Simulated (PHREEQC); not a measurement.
Consider water at 59 °C with 18 mmol/kgw H2SeO4, 110 mmol/kgw H3PO4 and 3.4 mmol/kgw NaCl. Closed to the air; pH follows from the charge balance.

Computed with PHREEQC (ion-association model, wateq4f.dat).

Precipitation was switched off in this run.

Q: What pH does the model give?

A: pH 1.47.

Q: In which forms is Se present?

A: HSeO4- 66 %, SeO4-2 34 % of the Se.

H3PO4, which wateq4f.dat lacks, is added to it with the constant of phreeqc.dat. Constants without temperature data keep their 25 °C values here.
